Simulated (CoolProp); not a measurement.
Saturation properties of toluene.

The numbers come from the reference Helmholtz-energy equation of state, Lemmon 2006 in CoolProp. It is a short technical equation, of lower accuracy than the large ones.

| T (°C) | p (kPa) | liquid cp (kJ/(kg K)) | liquid viscosity (µPa s) |
|---|---|---|---|
| 197.15 | 712.9 | 2.366 | 140 |
| 202.25 | 780.5 | 2.392 | 136 |
| 207.25 | 851.4 | 2.417 | 132 |
| 212.35 | 928.6 | 2.444 | 128 |
| 217.45 | 1011 | 2.473 | 123 |
| 222.45 | 1097 | 2.502 | 119 |
| 227.55 | 1190 | 2.533 | 115 |
| 232.55 | 1287 | 2.565 | 112 |

It boils at 110.6 °C under 1 atm.

Viscosity comes from a separate model (Avgeri 2015).
